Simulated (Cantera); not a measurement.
**CHF₃ + HCl (fluorocarbon and chlorocarbon gases)**

Feed: 1 mol CHF₃, 0.01 mol HCl, equilibrated at 0.390 bar.

Method: chemical equilibrium by Gibbs-energy minimisation in Cantera with the NASA 1993 tables (ideal gas, pure condensed phases). Candidate condensed phases: C, C₆H₆, C₇H₈, C₈H₁₈; 118 gas species. Gases not in the tables: C₂F₆ and larger saturated fluorocarbons. The numbers say what is thermodynamically allowed, not how fast it happens.

From 1202 °C to 1727 °C the condensed part is C(graphite). The main C-bearing gas is CF₄ throughout.

| T (°C) | log p HF | log p CF₄ | log p CF₂ | log p HCl | n C(graphite) |
|---|---|---|---|---|---|
| 1202 | -0.59 | -0.89 | -4.98 | -2.66 | 0.500 |
| 1277 | -0.59 | -0.89 | -4.50 | -2.71 | 0.500 |
| 1352 | -0.59 | -0.89 | -4.07 | -2.77 | 0.501 |
| 1427 | -0.59 | -0.89 | -3.67 | -2.86 | 0.501 |
| 1502 | -0.59 | -0.89 | -3.31 | -2.97 | 0.500 |
| 1577 | -0.59 | -0.90 | -2.98 | -3.09 | 0.500 |
| 1652 | -0.59 | -0.90 | -2.68 | -3.23 | 0.498 |
| 1727 | -0.59 | -0.90 | -2.41 | -3.37 | 0.494 |
log p: log10 of the partial pressure in bar; n: condensed amount in mol.
